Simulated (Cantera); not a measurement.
Charge: 1 mol Ca(OH)2, 0.072 mol H2, at 1.33 mbar.

Cantera equilibrium calculation (NASA polynomials, part measured and part estimated; ideal gas, pure solids and liquids). Candidate condensed phases: Ca, CaO, Ca(OH)2, H2O; 14 gas species. The numbers say what is thermodynamically allowed, not how fast it happens.

x: gas mole fraction; n: condensed amount in mol.

| T (°C) | x H2O | x H2 | x OH | x H | x O2 | x O | n CaO(s) | n Ca(OH)2(s) |
|---|---|---|---|---|---|---|---|---|
| 252 | 0.255 | 0.745 | <1e-12 | <1e-12 | <1e-12 | <1e-12 | 0.0246 | 0.975 |
| 402 | 0.933 | 0.0672 | <1e-12 | <1e-12 | <1e-12 | <1e-12 | 1.00 | 0 |
| 552 | 0.933 | 0.0672 | <1e-12 | 5.63e-11 | <1e-12 | <1e-12 | 1.00 | 0 |
| 702 | 0.933 | 0.0672 | 2.05e-10 | 8.12e-9 | <1e-12 | <1e-12 | 1.00 | 0 |
| 852 | 0.933 | 0.0672 | 2.28e-8 | 3.15e-7 | <1e-12 | <1e-12 | 1.00 | 0 |
| 1002 | 0.933 | 0.0672 | 8.45e-7 | 5.23e-6 | … | 6.42e-11 | 1.00 | 0 |
| 1152 | 0.933 | 0.0671 | 1.47e-5 | 4.84e-5 | … | 9.52e-9 | 1.00 | 0 |
| 1302 | 0.932 | 0.0671 | 0.000149 | 0.000295 | … | 5.49e-7 | 1.000 | 0 |
| 1452 | 0.930 | 0.0671 | 0.00101 | 0.00132 | … | 1.57e-5 | 1.000 | 0 |
| 1602 | 0.919 | 0.0699 | 0.00486 | 0.00475 | … | 0.000250 | 1.000 | 0 |
| 1752 | 0.870 | 0.0863 | 0.0163 | 0.0155 | … | 0.00213 | 1.000 | 0 |

Problem. Complete the blanks.

Solution. 
- 1002, x O2: 4.41e-10
- 1152, x O2: 6.28e-8
- 1302, x O2: 3.51e-6
- 1452, x O2: 9.73e-5
- 1602, x O2: 0.00144
- 1752, x O2: 0.00922
